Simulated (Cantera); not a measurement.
Feed: 1 mol Si, a varied amount of HCl, 7.9 mol H₂, held at 1300 K and 10.0 Torr.

Equilibrium computed with Cantera from the NASA thermochemical tables; the gas is ideal and each condensed phase is pure. Candidate condensed phases: Si; 19 gas species. The tables' values for SiCl₃ are old estimates; treat these amounts as uncertain. Kinetics and transport are ignored.

x: gas mole fraction; n: condensed amount in mol.

```json
[
 {"n(HCl) (mol)": "1.3", "x H₂": "0.890", "x HCl": "0.0837", "x SiCl₂": "0.0210", "x SiCl₄": "0.00161", "x SiCl₃": "0.00239", "x SiHCl₃": "0.000781", "n Si(s)": "0.763"},
 {"n(HCl) (mol)": "1.6", "x H₂": "0.874", "x HCl": "0.0929", "x SiCl₂": "0.0264", "x SiCl₄": "0.00254", "x SiCl₃": "0.00336", "x SiHCl₃": "0.00109", "n Si(s)": "0.684"},
 {"n(HCl) (mol)": "1.9", "x H₂": "0.859", "x HCl": "0.101", "x SiCl₂": "0.0314", "x SiCl₄": "0.00360", "x SiCl₃": "0.00437", "x SiHCl₃": "0.00140", "n Si(s)": "0.602"},
 {"n(HCl) (mol)": "2.2", "x H₂": "0.845", "x HCl": "0.107", "x SiCl₂": "0.0361", "x SiCl₄": "0.00477", "x SiCl₃": "0.00539", "x SiHCl₃": "0.00172", "n Si(s)": "0.519"},
 {"n(HCl) (mol)": "2.6", "x H₂": "0.828", "x HCl": "0.114", "x SiCl₂": "0.0420", "x SiCl₄": "0.00643", "x SiCl₃": "0.00674", "x SiHCl₃": "0.00213", "n Si(s)": "0.405"},
 {"n(HCl) (mol)": "3.2", "x H₂": "0.807", "x HCl": "0.123", "x SiCl₂": "[?]", "x SiCl₄": "[?]", "x SiCl₃": "0.00871", "x SiHCl₃": "[?]", "n Si(s)": "[?]"},
 {"n(HCl) (mol)": "3.8", "x H₂": "0.788", "x HCl": "0.129", "x SiCl₂": "0.0567", "x SiCl₄": "0.0117", "x SiCl₃": "0.0106", "x SiHCl₃": "0.00325", "n Si(s)": "0.0557"},
 {"n(HCl) (mol)": "4.5", "x H₂": "0.759", "x HCl": "0.159", "x SiCl₂": "0.0508", "x SiCl₄": "0.0164", "x SiCl₃": "0.0119", "x SiHCl₃": "0.00358", "n Si(s)": "0"},
 {"n(HCl) (mol)": "5.4", "x H₂": "0.719", "x HCl": "0.204", "x SiCl₂": "0.0395", "x SiCl₄": "0.0222", "x SiCl₃": "0.0122", "x SiHCl₃": "0.00357", "n Si(s)": "0"},
 {"n(HCl) (mol)": "6.4", "x H₂": "0.678", "x HCl": "0.250", "x SiCl₂": "0.0302", "x SiCl₄": "0.0271", "x SiCl₃": "0.0117", "x SiHCl₃": "0.00335", "n Si(s)": "0"},
 {"n(HCl) (mol)": "7.6", "x H₂": "0.633", "x HCl": "[?]", "x SiCl₂": "[?]", "x SiCl₄": "[?]", "x SiCl₃": "0.0108", "x SiHCl₃": "[?]", "n Si(s)": "0"},
 {"n(HCl) (mol)": "9.1", "x H₂": "0.583", "x HCl": "0.356", "x SiCl₂": "0.0158", "x SiCl₄": "0.0334", "x SiCl₃": "0.00944", "x SiHCl₃": "0.00250", "n Si(s)": "0"},
 {"n(HCl) (mol)": "11", "x H₂": "0.528", "x HCl": "0.417", "x SiCl₂": "0.0107", "x SiCl₄": "0.0344", "x SiCl₃": "0.00789", "x SiHCl₃": "0.00199", "n Si(s)": "0"}
]
```

Some entries are withheld; supply them.


- 7.6, x HCl: 0.300
- 7.6, x SiCl₂: 0.0223
- 7.6, x SiCl₄: 0.0309
- 7.6, x SiHCl₃: 0.00297
- 3.2, x SiCl₂: 0.0498
- 3.2, x SiCl₄: 0.00905
- 3.2, x SiHCl₃: 0.00271
- 3.2, n Si(s): 0.231
